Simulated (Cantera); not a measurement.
Cantera with NASA thermochemical tables; ideal gases at 1 bar, condensed phases pure. Values are per mole of reaction as written; species without (g) are pure solids or liquids, kept so even where they would boil at 1 bar.

Problem. Between 648 and 1548 K, where is each reaction favourable under standard conditions?
- 2 CaO + N2(g) → 2 NO(g) + 2 Ca

Solution. 
- 2 CaO + N2(g) → 2 NO(g) + 2 Ca: ΔG° is 1299 kJ at 648 K and 1084 kJ at 1548 K; it stays positive (K < 1). ΔH° is 1466 kJ and ΔS° 247 J/K at 1548 K.
